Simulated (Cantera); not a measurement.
Charge: 1 mol CCl4, 0.46 mol Si, 0.17 mol H2, equilibrated at 7100 Pa.

Cantera equilibrium calculation (NASA polynomials, part measured and part estimated; ideal gas, pure solids and liquids). Candidate condensed phases: C, C6H6, C7H8, C8H18, Si, SiC; 123 gas species. Ions and electrons are included (thermal ionisation). Rates play no part.

Q: Which condensed phases are stable at each of these points (T (K)): 2500, 3000, 3500, 4000, 4500, 5000?

A: 
```
T (K)  condensed phases  Si condensed (%)
-----  ----------------  ----------------
2500        C(graphite)               0.0
3000        C(graphite)               0.0
3500           gas only               0.0
4000           gas only               0.0
4500           gas only               0.0
5000           gas only               0.0
```

From 2500 K to 3000 K the condensed part is C(graphite). From 3500 K to 5000 K nothing is condensed.
